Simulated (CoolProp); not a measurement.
Model: reference Helmholtz-energy equation of state, Platzer 1990, in CoolProp. This equation is an older, rougher fit.

**Question.** For CF4 (R14), give the phase and the cp (kJ/(kg K)), viscosity (µPa s) at 253.9 K and 1.01 bar; 267.9 K and 1.01 bar.

**Answer.** 
- 253.9 K and 1.01 bar: gas; cp 0.628, viscosity 15.0
- 267.9 K and 1.01 bar: gas; cp 0.650, viscosity 15.7

Viscosity comes from a separate model (Huber 2003), an estimate that may be off by 10 % or more.
